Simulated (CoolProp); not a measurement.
R125 at 478.11 K and 7.17 MPa flows at 0.2 m/s in a round tube of 1 mm bore and 45 µm roughness, fully developed (64/Re and Nu = 3.66 if laminar; Colebrook and Gnielinski if turbulent). Each further row changes one setting.

Values from CoolProp's reference Helmholtz-energy equation of state, Lemmon 2005.

```tsv
case	Reynolds number	Darcy friction factor	pressure drop (Pa/m)	heat-transfer coefficient (W/(m² K))	mass flow (kg/h)
as stated	2020	0.0318	164	123	0.146
velocity 0.4 m/s	4030	0.0738	1530	927	0.293
diameter 2 mm	4030	0.0587	152	366	0.585
```

Viscosity comes from a separate model (Huber 2006). Thermal conductivity comes from a separate model (Perkins 2006).
